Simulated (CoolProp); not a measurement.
A single-stage vapour-compression cycle with the fluid: evaporating at 321.15 K (dew point), condensing at 372.15 K (bubble point), superheat 0 K, subcooling 5 K, compressor efficiency 0.65, no pressure losses. The same conditions are run with several fluids, on thermodynamics alone (safety and materials aside).

Computed with CoolProp (reference Helmholtz-energy equation of state of each fluid (propyne: Polt 1992; 1,2-dichloroethane: Thol 2015; n-perfluoropentane: Gao 2022; cyclopentane: Gedanitz 2015; R245ca: Zhou 2016; dimethyl carbonate: Zhou 2011)). The equations of Platzer and Polt are older, rougher fits.

```csv
fluid,cooling COP,pressure ratio,discharge temperature (K),refrigerating effect (kJ/kg),volumetric capacity (kJ/m³)
propyne,3.04,3.03,397.4,292,5700
"1,2-dichloroethane",3.69,5.60,409.4,281,303
n-perfluoropentane,2.18,3.93,372.1,32.0,727
cyclopentane,3.51,4.19,384.4,296,781
R245ca,3.17,4.02,372.1,123,1500
dimethyl carbonate,3.60,6.25,389.3,316,230
```

The compression ends wet for: n-perfluoropentane; R245ca.
